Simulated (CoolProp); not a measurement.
Vapour-liquid equilibrium of isobutane (1) + isobutene (2) at 342.6 K; x and y are mole fractions of (1).

Computed with CoolProp (multi-fluid Helmholtz-energy mixture model, Bücker 2006 and Lemmon 2005; pair parameters Bell 2016).

```
x     bubble pressure (MPa)  y at the bubble point  dew pressure at overall composition x (MPa)  liquid density (mol/L)
----  ---------------------  ---------------------  -------------------------------------------  ----------------------
0.05                 0.9799                  0.056                                       0.9792                   9.330
0.2                   1.001                  0.216                                       0.9989                   9.165
0.35                  1.019                  0.370                                        1.017                   9.008
0.5                   1.036                  0.519                                        1.034                   8.856
0.65                  1.050                  0.664                                        1.048                   8.711
0.8                   1.062                  0.808                                        1.061                   8.571
0.95                  1.072                  0.952                                        1.071                   8.438
```

No azeotrope shows between x = 0.05 and 0.95.

The pair parameters rest on a limited set of measurements; away from them the model extrapolates.
